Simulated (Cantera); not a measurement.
An isothermal, constant-pressure homogeneous reactor starts with CH4 : N2 = 1 : 81 (molar parts), at 1150 K and 2670 Pa. Integrator tolerance rtol = 1e-08.

Computed with Cantera and GRI-Mech 3.0 (53 species, 325 reactions). GRI-Mech 3.0 stops at C3 and has no aromatics, soot or wall deposition, so with more carbon than oxygen in the feed, carbon stays in small species such as C2H2 where larger ones or solid carbon would form. Radical loss at walls, strong at low pressure, is not modelled.

Question: What does this change do: temperature 1150 to 1875 K?

Answer: 
| quantity | before | after |
|---|---|---|
| x(CH4) at 100 s | 0.0122 (gas-phase equilibrium 0.000225) | 2.04e-8 (gas-phase equilibrium 3.85e-8) |
| x(H) at 100 s | 1.12e-11 (gas-phase equilibrium 6.12e-8) | 0.000539 (gas-phase equilibrium 0.000540) |
| x(H2) at 100 s | 1.27e-6 (gas-phase equilibrium 0.0177) | 0.0178 (gas-phase equilibrium 0.0178) |
| x(C2H6) at 100 s | 6.19e-7 (gas-phase equilibrium 1.60e-9) | <1e-12 (gas-phase equilibrium <1e-12) |
| x(C2H2) at 100 s | 8.10e-9 (gas-phase equilibrium 0.000929) | 0.00596 (gas-phase equilibrium 0.000324) |
| x(CH2) at 100 s | <1e-12 (gas-phase equilibrium <1e-12) | 4.47e-10 (gas-phase equilibrium 8.44e-10) |
